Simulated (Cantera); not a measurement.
Mixture: CH₄ : O₂ : N₂ = 1 : 4.88 : 18.3 (molar parts), at 1.50 bar, adiabatic and at constant pressure. Ignition delay is the time to a rise of 400 K.

Detailed kinetics in Cantera: GRI-Mech 3.0 (53 species, 325 reactions).

Task: Predict: delay at 1050 K; delay at 1250 K; delay at 1450 K; delay at 1650 K; delay at 1850 K; apparent activation energy between 1650 and 1850 K.

Result: 
```json
{
 "delay at 1050 K": "0.198 s",
 "delay at 1250 K": "10.3 ms",
 "delay at 1450 K": "1.02 ms",
 "delay at 1650 K": "0.194 ms",
 "delay at 1850 K": "58.3 µs",
 "apparent activation energy between 1650 and 1850 K": "150 kJ/mol"
}
```
